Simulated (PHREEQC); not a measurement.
1 kg of water holding 0.17 mol LiCl, 0.46 mol NaCl, 0.052 mol MgSO4, 0.16 mol MgCl2 and 0.0078 mol KCl is evaporated at 25 °C; the solids stay in contact with the brine. CO2 from the air is kept out. Only these solids could form: Arcanite, Bischofite, Bloedite, Brucite, Carnallite, Epsomite, Glaserite, Halite, Hexahydrite, Kainite, Kieserite, Leonite, Mirabilite, Misenite, Schoenite, Sylvite, Thenardite, MgCl2_4H2O.

Computed with PHREEQC (Pitzer model, pitzer.dat).

Task: Predict ionic strength, water activity at water left (kg) = 0.5552, 0.4563, 0.1711, 0.1156, 0.09502.

Result: 
```csv
water left (kg),ionic strength,water activity
0.5552,2.39,0.941
0.4563,2.91,0.925
0.1711,7.75,0.737
0.1156,9.59,0.666
0.09502,10.6,0.631
```
